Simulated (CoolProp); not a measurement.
Vapour-liquid equilibrium of n-pentane (1) + toluene (2) at 431.7 K; x and y are mole fractions of (1).

Model: multi-fluid Helmholtz-energy mixture model, Thol 2019 and Lemmon 2006; pair parameters Bell 2016, in CoolProp.

```json
[
 {"x": "0.05", "bubble pressure, mixture model (bar)": "___", "bubble pressure, Raoult's law (bar)": "4.084", "y, mixture model": "___", "y, Raoult's law": "0.226"},
 {"x": "0.2", "bubble pressure, mixture model (bar)": "6.663", "bubble pressure, Raoult's law (bar)": "6.350", "y, mixture model": "0.553", "y, Raoult's law": "0.581"},
 {"x": "0.35", "bubble pressure, mixture model (bar)": "___", "bubble pressure, Raoult's law (bar)": "8.616", "y, mixture model": "___", "y, Raoult's law": "0.749"},
 {"x": "0.5", "bubble pressure, mixture model (bar)": "10.94", "bubble pressure, Raoult's law (bar)": "10.88", "y, mixture model": "___", "y, Raoult's law": "0.847"},
 {"x": "0.65", "bubble pressure, mixture model (bar)": "___", "bubble pressure, Raoult's law (bar)": "13.15", "y, mixture model": "0.859", "y, Raoult's law": "0.911"},
 {"x": "0.8", "bubble pressure, mixture model (bar)": "15.15", "bubble pressure, Raoult's law (bar)": "15.41", "y, mixture model": "0.919", "y, Raoult's law": "0.957"},
 {"x": "0.95", "bubble pressure, mixture model (bar)": "___", "bubble pressure, Raoult's law (bar)": "17.68", "y, mixture model": "0.979", "y, Raoult's law": "0.991"}
]
```

Q: Complete the blanks.

A: 
- 0.05, bubble pressure, mixture model (bar): 4.217
- 0.05, y, mixture model: 0.229
- 0.35, bubble pressure, mixture model (bar): 8.866
- 0.35, y, mixture model: 0.699
- 0.5, y, mixture model: 0.790
- 0.65, bubble pressure, mixture model (bar): 12.99
- 0.95, bubble pressure, mixture model (bar): 17.55

The largest gap from Raoult's law is +4.9 % in bubble pressure, at x = 0.2. No azeotrope shows between x = 0.05 and 0.95.

Pair parameters are fitted to limited data, so mixtures are less certain than the pure fluids. The gap from Raoult's law changes sign with composition, which may be real or a fault of the pair parameters; it wasn't checked against measurements.
